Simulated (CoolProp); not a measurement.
CH3F (R41) along the isotherm 345.6 K: Z from the reference equation and from simpler models built on Tc = 317.3 K, pc = 59.06 bar, ω = 0.200; each cubic takes its own stable root.

The numbers come from the reference Helmholtz-energy equation of state, Lemmon 2006 in CoolProp. It is a short technical equation, of lower accuracy than the large ones.

```csv
p (bar),phase,reference,van der Waals,Redlich-Kwong,Soave-Redlich-Kwong,Peng-Robinson
1.87,gas,0.9906,0.9923,0.9916,0.9918,0.9907
4.25,gas,0.9784,0.9824,0.9807,0.9814,0.9789
9.67,gas,0.9504,(withheld),0.9555,0.9571,0.9515
22,gas,0.8843,0.9030,0.8952,0.8994,(withheld)
50.1,gas,(withheld),0.7457,0.7367,0.7504,0.7251
114,supercritical,0.3364,0.4470,0.4151,(withheld),0.4106
260,supercritical,0.5220,0.7905,0.6495,0.6620,(withheld)
591,supercritical,0.9952,1.552,1.208,1.218,1.099
```

### Question
What belongs in the gaps?

### Answer

- 9.67, van der Waals: 0.9593
- 22, Peng-Robinson: 0.8870
- 50.1, reference: 0.7163
- 114, Soave-Redlich-Kwong: 0.4435
- 260, Peng-Robinson: 0.5997
